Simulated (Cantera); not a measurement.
A closed system holds: 1 mol Ta(OEt)₅, 20 mol H₂O, 140 mol H₂.

These are equilibrium values from Cantera (NASA tables, ideal gas, pure condensed phases), not measurements of a reactor. Candidate condensed phases: C, C₆H₆, C₇H₈, C₈H₁₈, H₂O, Ta, TaC, Ta₂O₅; 113 gas species. The feed counts by its element totals alone. The numbers say what is thermodynamically allowed, not how fast it happens.

What condenses at these points (T in K, P in Pa): (1923, 0.10); (2173, 4600); (1723, 0.60); (1873, 4600); (2073, 3.6)?


```
T (K)  P in Pa  condensed phases  Ta condensed (%)
-----  -------  ----------------  ----------------
1923      0.10          gas only               0.0
2173      4600             Ta₂O₅              98.8
1723      0.60             Ta₂O₅              99.1
1873      4600             Ta₂O₅             100.0
2073       3.6          gas only               0.0
```
